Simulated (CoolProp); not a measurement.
Saturation properties of ethanol (Tc = 514.7 K, pc = 6.268 MPa, ω = 0.644).

Computed with CoolProp (reference Helmholtz-energy equation of state, Schroeder 2014).

| T (K) | p (MPa) | surface tension (mN/m) | liquid viscosity (µPa s) | vapour viscosity (µPa s) |
|---|---|---|---|---|
| 288.5 | 0.004423 | 22.8 | (withheld) | 8.47 |
| 304.5 | 0.01128 | 21.3 | 959 | 8.97 |
| 320.5 | 0.02586 | 19.7 | 720 | (withheld) |
| 336.5 | 0.05419 | 18.2 | 554 | 9.94 |
| 352.6 | 0.1055 | 16.6 | 434 | 10.4 |
| 368.6 | (withheld) | 15.0 | 345 | 10.9 |
| 384.6 | 0.3275 | 13.4 | 278 | 11.4 |
| 400.6 | 0.5329 | 11.9 | 226 | 11.8 |
| 416.6 | 0.8294 | 10.3 | 185 | (withheld) |
| 432.6 | 1.241 | 8.64 | 151 | 12.9 |
| 448.6 | (withheld) | 7.01 | (withheld) | 13.5 |

Fill in the missing entries.


- 288.5, liquid viscosity (µPa s): 1310
- 320.5, vapour viscosity (µPa s): 9.45
- 368.6, p (MPa): 0.1913
- 416.6, vapour viscosity (µPa s): 12.3
- 448.6, p (MPa): 1.794
- 448.6, liquid viscosity (µPa s): 124

It boils at 351.6 K under 1 atm.

Viscosity comes from a separate model (Kiselev 2005). Surface tension comes from a separate correlation (Mulero 2012).
